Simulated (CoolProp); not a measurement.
The fluid at 293.15 K and 0.307 MPa is throttled through a valve to 0.105 MPa with no heat exchange. The same conditions are run with several fluids, on thermodynamics alone (safety and materials aside).

The numbers come from the reference Helmholtz-energy equation of state of each fluid (C3F8 (R218): Lemmon 2006; nitrogen: Span 2000; methane: Setzmann 1991; dry air: Lemmon 2000; fluoroethane (R161): Wu 2012) in CoolProp. Blends and air are pseudo-pure fits.

Problem. Rank C3F8 (R218), nitrogen, methane, dry air, fluoroethane (R161) by temperature change (K), highest first.

Solution. nitrogen (-0.4), dry air (-0.5), methane (-0.9), C3F8 (R218) (-2.9), fluoroethane (R161) (-4.7)

```json
[
 {"fluid": "C3F8 (R218)", "final density (kg/m³)": "8.39"},
 {"fluid": "nitrogen", "final density (kg/m³)": "1.21"},
 {"fluid": "methane", "final density (kg/m³)": "0.695"},
 {"fluid": "dry air", "final density (kg/m³)": "1.25"},
 {"fluid": "fluoroethane (R161)", "final density (kg/m³)": "2.14"}
]
```
